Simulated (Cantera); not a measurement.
# Equilibrium for silicon etching in halogen gases: Si + F₂ + Cl₂

Input: 1 mol Si, a varied amount of F₂, 1.6 mol Cl₂, at 1048 K and 300 Pa.

Method: chemical equilibrium by Gibbs-energy minimisation in Cantera with the NASA 1993 tables (ideal gas, pure condensed phases). Candidate condensed phases: Si; 17 gas species. The numbers say what is thermodynamically allowed, not how fast it happens.

From 0.55 mol F₂ to 7 mol F₂ nothing is condensed. The main Si-bearing gas is SiCl₄ at 0.55 mol F₂ and SiF₄ at 7 mol F₂.

```json
[
 {"n(F₂) (mol)": "0.55", "x ClF": "1.12e-10", "x SiCl₄": "0.629", "x Cl₂": "0.128", "x F": "1.54e-12", "x SiF₄": "0.239", "x F₂": "<1e-12", "x Cl": "0.00503"},
 {"n(F₂) (mol)": "0.71", "x ClF": "2.23e-10", "x SiCl₄": "0.491", "x Cl₂": "0.232", "x F": "2.28e-12", "x SiF₄": "0.270", "x F₂": "<1e-12", "x Cl": "0.00679"},
 {"n(F₂) (mol)": "0.92", "x ClF": "3.61e-10", "x SiCl₄": "0.354", "x Cl₂": "0.337", "x F": "3.06e-12", "x SiF₄": "0.301", "x F₂": "<1e-12", "x Cl": "0.00817"},
 {"n(F₂) (mol)": "1.2", "x ClF": "5.40e-10", "x SiCl₄": "0.221", "x Cl₂": "0.438", "x F": "4.02e-12", "x SiF₄": "0.332", "x F₂": "<1e-12", "x Cl": "0.00931"},
 {"n(F₂) (mol)": "1.5", "x ClF": "7.57e-10", "x SiCl₄": "0.118", "x Cl₂": "0.516", "x F": "5.19e-12", "x SiF₄": "0.355", "x F₂": "<1e-12", "x Cl": "0.0101"},
 {"n(F₂) (mol)": "2", "x ClF": "5.02e-8", "x SiCl₄": "1.26e-8", "x Cl₂": "0.607", "x F": "3.17e-10", "x SiF₄": "0.383", "x F₂": "<1e-12", "x Cl": "0.0110"},
 {"n(F₂) (mol)": "2.5", "x ClF": "0.318", "x SiCl₄": "<1e-12", "x Cl₂": "0.350", "x F": "0.00265", "x SiF₄": "0.321", "x F₂": "8.80e-7", "x Cl": "0.00833"},
 {"n(F₂) (mol)": "3.3", "x ClF": "0.650", "x SiCl₄": "<1e-12", "x Cl₂": "0.0800", "x F": "0.0113", "x SiF₄": "0.254", "x F₂": "1.61e-5", "x Cl": "0.00398"},
 {"n(F₂) (mol)": "4.2", "x ClF": "0.595", "x SiCl₄": "<1e-12", "x Cl₂": "0.000190", "x F": "0.213", "x SiF₄": "0.186", "x F₂": "0.00568", "x Cl": "0.000194"},
 {"n(F₂) (mol)": "5.5", "x ClF": "0.410", "x SiCl₄": "<1e-12", "x Cl₂": "2.12e-5", "x F": "0.438", "x SiF₄": "0.128", "x F₂": "0.0241", "x Cl": "6.47e-5"},
 {"n(F₂) (mol)": "7", "x ClF": "0.302", "x SiCl₄": "<1e-12", "x Cl₂": "6.99e-6", "x F": "0.563", "x SiF₄": "0.0945", "x F₂": "0.0398", "x Cl": "3.72e-5"}
]
```
x: gas mole fraction; nothing condenses.
